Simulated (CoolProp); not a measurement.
The numbers come from the reference Helmholtz-energy equation of state, Lemmon 2006 in CoolProp. It is a short technical equation, of lower accuracy than the large ones.

Q: For C3F8 (R218), give the phase and the cp (kJ/(kg K)), cv (kJ/(kg K)), expansivity (1/kK), conductivity (mW/(m K)) at -37.65 °C and 12200 kPa.

A: 
- -37.65 °C and 12200 kPa: liquid; cp 0.947, cv 0.685, expansivity 1.98, conductivity 67.8

Thermal conductivity comes from a separate model (Huber 2003), an estimate that may be off by 10 % or more.
